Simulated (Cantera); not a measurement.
A freely propagating, adiabatic, planar premixed flame of CH4 : O2 : N2 = 1 : 1.43 : 5.37 (molar parts), equivalence ratio 1.4, unburnt at 350 K and 750 Torr; unity-Lewis-number transport, grid criteria slope 0.08 and curve 0.16, no radiation.

Model: GRI-Mech 3.0 (53 species, 325 reactions), integrated in Cantera. Unity Lewis numbers drop preferential diffusion, which matters most where H2 and H carry the flame. Burning velocities carry a grid error of a few per cent, more on coarse grids.

Predict: laminar burning velocity; thermal thickness; peak x(H2); peak x(HO2).


```json
{
 "laminar_burning_velocity": "14.5 cm/s",
 "thermal_thickness": "1.08 mm",
 "peak x(H2)": "0.0621",
 "peak x(HO2)": "3.21e-5"
}
```
